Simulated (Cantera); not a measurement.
A closed system holds: 1 mol Fe(CO)5, 0.066 mol H2, equilibrated at 927 °C and 10000 Pa.

Method: chemical equilibrium by Gibbs-energy minimisation in Cantera with the NASA 1993 tables (ideal gas, pure condensed phases). Candidate condensed phases: C, C6H6, C7H8, C8H18, Fe, Fe(CO)5, FeO, Fe(OH)2, Fe(OH)3, Fe2O3, Fe3O4, H2O; 114 gas species. Condensed phases not in the tables: cementite and carbon dissolved in iron. The numbers say what is thermodynamically allowed, not how fast it happens.

Base state: CO 0.985, H2 0.0130, CO2 0.00183, H2O 3.33e-5 (mole fractions); condensed: C(graphite) + Fe(γ).

What changes in the equilibrium state with this change: Fe(CO)5 replaced by HgO?


```json
[
 {"species": "Hg", "before": "0", "after": "0.652"},
 {"species": "O2", "before": "<1e-9", "after": "0.305"},
 {"species": "H2O", "before": "3.33e-5", "after": "0.0431"},
 {"species": "CO", "before": "0.985", "after": "0"},
 {"species": "H2", "before": "0.0130", "after": "3.13e-9"},
 {"species": "CO2", "before": "0.00183", "after": "0"},
 {"species": "C(graphite), mol", "before": "0.00944", "after": "0"},
 {"species": "Fe(γ), mol", "before": "1.00", "after": "0"}
]
```
Further candidate phases: Hg, HgO.

What changes in the equilibrium state with this change: H2 from 0.066 to 3.7 mol?


| species | before | after |
|---|---|---|
| CO | 0.985 | 0.574 |
| H2 | 0.0130 | 0.425 |
| H2O | 3.33e-5 | 0.000632 |
| CO2 | 0.00183 | 0.000622 |
| CH4 | 2.68e-7 | 0.000285 |
| C(graphite), mol | 0.00944 | 0.00842 |
| Fe(γ), mol | 1.00 | 1.00 |
